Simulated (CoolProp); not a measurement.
Vapour-liquid equilibrium of cis-2-butene (1) + acetone (2) at 373.4 K; x and y are mole fractions of (1).

Model: multi-fluid Helmholtz-energy mixture model, Lemmon 2005 and Lemmon 2006; pair parameters Bell 2016, in CoolProp.

Task: Give the bubble pressure and the first vapour's composition at x = 0.425, 0.65, 0.875. Is there an azeotrope?

Result: x = 0.425: 1.038 MPa, y = 0.722; x = 0.65: 1.220 MPa, y = 0.815; x = 0.875: 1.364 MPa, y = 0.916. No azeotrope shows between x = 0.05 and 0.95.

The pair parameters rest on a limited set of measurements; away from them the model extrapolates.
